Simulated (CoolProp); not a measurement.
Properties of carbonyl sulfide along the isotherm 69.15 °C.

The numbers come from the reference Helmholtz-energy equation of state, Lemmon 2006 in CoolProp. It is a short technical equation, of lower accuracy than the large ones.

| p (MPa) | phase | Z | cp (kJ/(kg K)) | speed of sound (m/s) | Joule-Thomson coefficient (K/MPa) | isothermal compressibility (1/MPa) | fugacity coefficient |
|---|---|---|---|---|---|---|---|
| 0.158 | gas | 0.9886 | 0.7355 | 240.1 | 14.35 | 6.403 | 0.9887 |
| 0.281 | gas | 0.9796 | 0.7436 | 238.7 | 14.44 | 3.634 | 0.9799 |
| 0.5 | gas | 0.9631 | 0.7591 | 236.1 | 14.61 | 2.079 | 0.9644 |
| 0.889 | gas | 0.9327 | 0.7907 | 231.2 | 14.94 | 1.211 | 0.9367 |
| 1.58 | gas | 0.8738 | 0.8651 | 221.7 | 15.64 | 0.7365 | 0.8878 |
| 2.81 | gas | 0.7442 | 1.146 | 200.5 | 17.34 | 0.5257 | 0.7998 |
| 5 | liquid | 0.1236 | 1.659 | 473.6 | 0.5672 | 0.01193 | 0.5292 |
| 8.89 | liquid | 0.2117 | 1.497 | 538.7 | 0.2858 | 0.008076 | 0.3270 |
| 15.8 | liquid | 0.3598 | 1.365 | 621.9 | 0.03352 | 0.005298 | 0.2161 |
| 28.1 | liquid | 0.6077 | 1.260 | 728.6 | -0.1781 | 0.003378 | 0.1595 |
| 50 | liquid | 1.021 | 1.182 | 865.0 | -0.3420 | 0.002102 | 0.1419 |
